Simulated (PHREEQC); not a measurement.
Dissolve 0.00065 mol/kgw CaSO4, 5.4e-05 mol/kgw Na2HPO4 and 2.3e-06 mol/kgw H4SiO4 at 25 °C. Closed to the air; pH follows from the charge balance.

All values are PHREEQC results (ion-association model, wateq4f.dat), not measurements.

Q: The ionic strength comes out as 0.00253 mol/kgw. What activity coefficients do CaPO4-, H2PO4-, SO4-2, Ca+2, Na+ get?

A: CaPO4- 0.95, H2PO4- 0.95, SO4-2 0.80, Ca+2 0.81, Na+ 0.95.

This is a speciation only: nothing precipitates in the calculation. Examples of supersaturated solids here: Hydroxyapatite. Others may be too. H3PO4, which wateq4f.dat lacks, is added to it with the constant of phreeqc.dat.
